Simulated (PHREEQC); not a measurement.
Dissolve 0.8 mmol/kgw Ca(HCO3)2 and 9.6 mmol/kgw Na2SO4 at 20 °C. Closed to the air; pH follows from the charge balance.

Model: ion-association model, phreeqc.dat, run in PHREEQC.

```csv
quantity,before,after
pH,8.16,7.79
ionic strength (mol/kgw),0.0294,0.0290
SO4-2 (mol/kgw),0.00893,0.00881
NaSO4- (mol/kgw),0.000433,0.000521
HSO4- (mol/kgw),3.38e-9,2.25e-8
```

Which change was made?
(A) temperature from 20 to 65 °C
(B) Ca(HCO3)2 left out
(C) Ca(HCO3)2 from 0.0008 to 0.008 mol/kgw
(D) Ca(HCO3)2 replaced by CaSO4 at the same molality

A, temperature from 20 to 65 °C

No solid was allowed to form. At this temperature some constants are extrapolated from 25 °C, and those without enthalpy data are left unchanged.
